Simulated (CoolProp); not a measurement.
Vapour-liquid equilibrium of R152A (1) + n-pentane (2) at 291.9 K; x and y are mole fractions of (1).

Values from CoolProp's multi-fluid Helmholtz-energy mixture model, Outcalt 1996 and Thol 2019; pair parameters Bell 2016.

```
x     bubble pressure (bar)  y at the bubble point  dew pressure at overall composition x (bar)  liquid density (mol/L)
----  ---------------------  ---------------------  -------------------------------------------  ----------------------
0.05                  1.319                  0.597                                       0.5672                   8.848
0.15                  2.445                  0.791                                            …                   9.168
0.25                  3.142                  0.844                                       0.7177                   9.512
0.35                  3.564                  0.868                                       0.8270                   9.886
0.45                  3.831                  0.882                                       0.9749                       …
0.55                  4.022                  0.893                                        1.186                   10.76
0.65                      …                  0.904                                        1.513                       …
0.75                  4.373                  0.919                                        2.079                   11.87
0.85                  4.580                  0.940                                        3.241                   12.57
0.95                  4.815                  0.974                                        4.660                   13.39
```

What belongs in the gaps?


- 0.15, dew pressure at overall composition x (bar): 0.6338
- 0.45, liquid density (mol/L): 10.30
- 0.65, bubble pressure (bar): 4.192
- 0.65, liquid density (mol/L): 11.28

No azeotrope shows between x = 0.05 and 0.95.

Pair parameters are fitted to limited data, so mixtures are less certain than the pure fluids. With so large a gap from Raoult's law the liquid may split in two, which this calculation doesn't test in full.
